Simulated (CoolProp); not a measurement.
Vapour-liquid equilibrium of R125 (1) + R227EA (2) at 278.4 K; x and y are mole fractions of (1).

The numbers come from the multi-fluid Helmholtz-energy mixture model, Lemmon 2005 and Lemmon 2016; pair parameters Bell 2016 in CoolProp.

```json
[
 {"x": "0.05", "bubble pressure, mixture model (MPa)": "0.2618", "bubble pressure, Raoult's law (MPa)": "0.2643", "y, mixture model": "0.132", "y, Raoult's law": "0.149"},
 {"x": "0.2", "bubble pressure, mixture model (MPa)": "0.3393", "bubble pressure, Raoult's law (MPa)": "0.3471", "y, mixture model": "0.419", "y, Raoult's law": "0.455"},
 {"x": "0.35", "bubble pressure, mixture model (MPa)": "0.4192", "bubble pressure, Raoult's law (MPa)": "0.4299", "y, mixture model": "0.606", "y, Raoult's law": "0.642"},
 {"x": "0.5", "bubble pressure, mixture model (MPa)": "0.5010", "bubble pressure, Raoult's law (MPa)": "0.5128", "y, mixture model": "0.737", "y, Raoult's law": "0.769"},
 {"x": "0.65", "bubble pressure, mixture model (MPa)": "0.5845", "bubble pressure, Raoult's law (MPa)": "0.5956", "y, mixture model": "0.836", "y, Raoult's law": "0.861"},
 {"x": "0.8", "bubble pressure, mixture model (MPa)": "0.6701", "bubble pressure, Raoult's law (MPa)": "0.6784", "y, mixture model": "0.915", "y, Raoult's law": "0.930"},
 {"x": "0.95", "bubble pressure, mixture model (MPa)": "0.7585", "bubble pressure, Raoult's law (MPa)": "0.7612", "y, mixture model": "0.980", "y, Raoult's law": "0.984"}
]
```

The largest gap from Raoult's law is -2.5 % in bubble pressure, at x = 0.35. No azeotrope shows between x = 0.05 and 0.95.

Pair parameters are fitted to limited data, so mixtures are less certain than the pure fluids.
